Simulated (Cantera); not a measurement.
Input: 1 mol Cr, a varied amount of N₂O, equilibrated at 0.00133 bar.

Equilibrium computed with Cantera from the NASA thermochemical tables; the gas is ideal and each condensed phase is pure. Candidate condensed phases: Cr, CrN, Cr₂N, Cr₂O₃; 14 gas species. Mutual solubility and eutectic melting of coexisting phases are not modelled. Equilibrium is a limit: real reactors are often held back by kinetics, nucleation or transport.

Problem. What condenses at these points (T in K, n(N₂O) in mol): (1825, 2.3); (2125, 1.9); (1825, 0.61); (2425, 3.3); (1675, 0.95); (1825, 1.6)?

Solution. 
```tsv
T (K)	n(N₂O) in mol	condensed phases	Cr condensed (%)
1825	2.3	Cr₂O₃	99.9
2125	1.9	Cr₂O₃	97.0
1825	0.61	Cr + Cr₂O₃	93.3
2425	3.3	gas only	0.0
1675	0.95	Cr + Cr₂O₃	99.0
1825	1.6	Cr₂O₃	100.0
```
